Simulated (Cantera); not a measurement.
Feed: 1 mol Cu, 6.6 mol F2, at 975 °C and 0.750 Torr.

These are equilibrium values from Cantera (NASA tables, ideal gas, pure condensed phases), not measurements of a reactor. Candidate condensed phases: Cu, CuF2; 6 gas species. Equilibrium is a limit: real reactors are often held back by kinetics, nucleation or transport.

Base state: F 0.916, CuF2 0.0821, F2 0.00167 (mole fractions); condensed: gas only.

Question: What changes in the equilibrium state with this change: pressure from 0.750 Torr to 100 Torr?

Answer: 
| species | before | after |
|---|---|---|
| F | 0.916 | 0.809 |
| F2 | 0.00167 | 0.174 |
| CuF2 | 0.0821 | 0.0176 |
| CuF2(l), mol | 0 | 0.829 |
